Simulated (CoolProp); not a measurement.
Computed with CoolProp (reference Helmholtz-energy equation of state, Gao 2016).

Task: For sulfur dioxide, give the phase and the cp (kJ/(kg K)), cv (kJ/(kg K)), speed of sound (m/s) at 310.5 K and 5950 kPa; 393.1 K and 15.9 kPa; 244.6 K and 23.7 kPa.

Result: 
- 310.5 K and 5950 kPa: liquid; cp 1.39, cv 0.805, speed of sound 858
- 393.1 K and 15.9 kPa: gas; cp 0.676, cv 0.546, speed of sound 251
- 244.6 K and 23.7 kPa: gas; cp 0.606, cv 0.470, speed of sound 201
